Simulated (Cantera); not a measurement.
A perfectly stirred reactor is fed with C₂H₆ : N₂ = 1 : 140 (molar parts), at 1.00 atm; it is held at 1675 K, and followed from long to short residence time.

Detailed kinetics in Cantera: GRI-Mech 3.0 (53 species, 325 reactions). GRI-Mech 3.0 stops at C3 and has no aromatics, soot or wall deposition, so with more carbon than oxygen in the feed, carbon stays in small species such as C2H2 where larger ones or solid carbon would form.

Q: What does this change do: 0.99 parts H2O added?

A: 
```
quantity                  before     after
----------------------  --------  --------
x(C₂H₆) at τ = 16.0 s    9.99e-8   1.10e-7
x(CH₃) at τ = 16.0 s     7.53e-6   8.55e-6
x(HCN) at τ = 16.0 s     3.50e-5   2.30e-5
x(C₂H₂) at τ = 16.0 s    0.00679   0.00410
x(CH₄) at τ = 16.0 s    0.000352  0.000498
x(C₂H₆) at τ = 0.100 s   1.14e-5   1.12e-5
x(CH₃) at τ = 0.100 s    7.63e-5   7.61e-5
x(HCN) at τ = 0.100 s    7.55e-6   6.54e-6
x(C₂H₂) at τ = 0.100 s   0.00602   0.00565
x(CH₄) at τ = 0.100 s    0.00173   0.00183
```

Q: What does this change do: C2H6 1 to 2.9 parts?

A: 
```csv
quantity,before,after
x(C₂H₆) at τ = 16.0 s,9.99e-8,2.35e-7
x(CH₃) at τ = 16.0 s,7.53e-6,1.18e-5
x(HCN) at τ = 16.0 s,3.50e-5,1.65e-5
x(C₂H₂) at τ = 16.0 s,0.00679,0.0190
x(CH₄) at τ = 16.0 s,0.000352,0.000928
x(C₂H₆) at τ = 0.100 s,1.14e-5,2.59e-5
x(CH₃) at τ = 0.100 s,7.63e-5,0.000117
x(HCN) at τ = 0.100 s,7.55e-6,3.39e-6
x(C₂H₂) at τ = 0.100 s,0.00602,0.0170
x(CH₄) at τ = 0.100 s,0.00173,0.00480
```

Q: What does this change do: N2 140 to 220 parts?

A: 
| quantity | before | after |
|---|---|---|
| x(C₂H₆) at τ = 16.0 s | 9.99e-8 | 6.80e-8 |
| x(CH₃) at τ = 16.0 s | 7.53e-6 | 6.17e-6 |
| x(HCN) at τ = 16.0 s | 3.50e-5 | 4.64e-5 |
| x(C₂H₂) at τ = 16.0 s | 0.00679 | 0.00434 |
| x(CH₄) at τ = 16.0 s | 0.000352 | 0.000230 |
| x(C₂H₆) at τ = 0.100 s | 1.14e-5 | 7.89e-6 |
| x(CH₃) at τ = 0.100 s | 7.63e-5 | 6.31e-5 |
| x(HCN) at τ = 0.100 s | 7.55e-6 | 1.01e-5 |
| x(C₂H₂) at τ = 0.100 s | 0.00602 | 0.00384 |
| x(CH₄) at τ = 0.100 s | 0.00173 | 0.00112 |
